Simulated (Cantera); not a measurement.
Charge: 1 mol n-butane, 0.21 mol H₂O, 0.22 mol N₂, at 2773 K and 11.0 mbar.

Equilibrium computed with Cantera from the NASA thermochemical tables; the gas is ideal and each condensed phase is pure. Candidate condensed phases: C, C₆H₆, C₇H₈, C₈H₁₈, H₂O; 136 gas species. The numbers say what is thermodynamically allowed, not how fast it happens.

Base state: H 0.472, H₂ 0.444, CO 0.0283, N₂ 0.0217, C₂H₂ (acetylene) 0.0135, HCN 0.0128, C₃ 0.00205, HNC 0.00199 (mole fractions); condensed: C(graphite).

Task: What changes in the equilibrium state with this change: temperature from 2773 K to 1800 K?

Result: 
| species | before | after |
|---|---|---|
| H₂ | 0.444 | 0.920 |
| N₂ | 0.0217 | 0.0383 |
| CO | 0.0283 | 0.0372 |
| H | 0.472 | 0.00327 |
| C₂H₂ (acetylene) | 0.0135 | 0.000161 |
| HCN | 0.0128 | 0.00115 |
| C₃ | 0.00205 | <1e-9 |
| C | 0.000445 | <1e-9 |
| C₂H | 0.00173 | 5.03e-9 |
| C(graphite), mol | 3.39 | 3.78 |
